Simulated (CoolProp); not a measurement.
Vapour-liquid equilibrium of R22 (1) + R114 (2) at 997 kPa; x and y are mole fractions of (1).

Model: multi-fluid Helmholtz-energy mixture model, Kamei 1995 and Platzer 1990; pair parameters Bell 2016, in CoolProp. This equation is an older, rougher fit; its heat capacities, sound speeds and derivatives of the liquid may be far off and weren't checked against measurements.

Task: Give the bubble temperature and the first vapour's composition at x = 0.45, 0.85, 0.95. Is there an azeotrope?

Result: x = 0.45: 315.7 K, y = 0.731; x = 0.85: 300.8 K, y = 0.939; x = 0.95: 297.9 K, y = 0.980. No azeotrope shows between x = 0.05 and 0.95.

The pair parameters rest on a limited set of measurements; away from them the model extrapolates.
